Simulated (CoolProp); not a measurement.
Propylene along the isobar 4.12 MPa: density (kg/m³) from the reference equation and from simpler models built on Tc = 364.2 K, pc = 4.555 MPa, ω = 0.146; each cubic takes its own stable root.

Computed with CoolProp (reference Helmholtz-energy equation of state, Lemmon 2013).

```
T (K)   phase  reference
-----  ------  ---------
114.9  liquid      738.6
119.2  liquid      733.8
123.4  liquid      729.2
127.7  liquid      724.4
131.9  liquid      719.7
136.2  liquid      715.0
140.5  liquid      710.3
144.7  liquid      705.7
149    liquid      700.9
153.2  liquid      696.3
157.5  liquid      691.6
161.8  liquid      686.9
166    liquid      682.2
170.3  liquid      677.5
```

Task: How far does each simpler model (van der Waals, Redlich-Kwong, Soave-Redlich-Kwong) lie from the reference over these 14 states: mean and median of the absolute difference, and the worst?

Result: 
- van der Waals: mean 37.6 %, median 37.6 %, worst -38.3 % at 114.9 K and 4.12 MPa
- Redlich-Kwong: mean 7.5 %, median 7.4 %, worst -8.3 % at 114.9 K and 4.12 MPa
- Soave-Redlich-Kwong: mean 7.5 %, median 7.4 %, worst -8.6 % at 114.9 K and 4.12 MPa
